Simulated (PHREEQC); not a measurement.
## Copper plating or etch bath (model solution)

Dissolve 0.0047 mol/kgw Cu(NO3)2, 0.031 mol/kgw HNO3 and 0.55 mol/kgw NaCl at 90 °C. Closed to the air; pH follows from the charge balance.

All values are PHREEQC results (ion-association model, phreeqc.dat), not measurements.

```
Property                     Result
--------------------  -------------
pH                             1.64
ionic strength        0.587 mol/kgw
activity of water             0.980
specific conductance   155000 µS/cm
density                 0.988 g/cm³
total alkalinity       -31.0 meq/kg
```

```
species  molality  activity   log γ
-------  --------  --------  ------
Na+         0.550     0.373  -0.169
Cl-         0.546     0.329  -0.220
NO3-       0.0404    0.0226  -0.252
H+         0.0310    0.0228  -0.134
CuCl+     0.00332   0.00200  -0.219
Cu+2     0.000830  0.000166  -0.699
CuCl2    0.000549  0.000629   0.059
CuCl3-    3.13e-6   1.89e-6  -0.219
CuCl4-2   6.41e-8   1.07e-8  -0.779
```

Precipitation was switched off in this run. Away from 25 °C the constants follow the database's enthalpies or fits; those with neither stay at their 25 °C values.
